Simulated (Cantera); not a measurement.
Gas mixture: O2 = 0.12 (molar parts), at 0.987 atm, frozen composition.

Cantera's kinetic-theory transport with the Lennard-Jones parameters of GRI-Mech 3.0, ideal gas; thermal conductivity in the multicomponent form.

One state of this run: ρ (kg/m³) = 0.641; cp (J/kg/K) = 1003; μ (µPa s) = 34.1; λ (mW/m/K) = 48.1; Pr = 0.710; D (cm²/s) H = 4.34; D (cm²/s) NO = 0.688; D (cm²/s) CO2 = 0.548. D: mixture-averaged diffusion coefficient of that species in the mixture.

Q: Which value of T (K) does it belong to?
A. 400
B. 800
C. 600
D. 700

A: C, 600
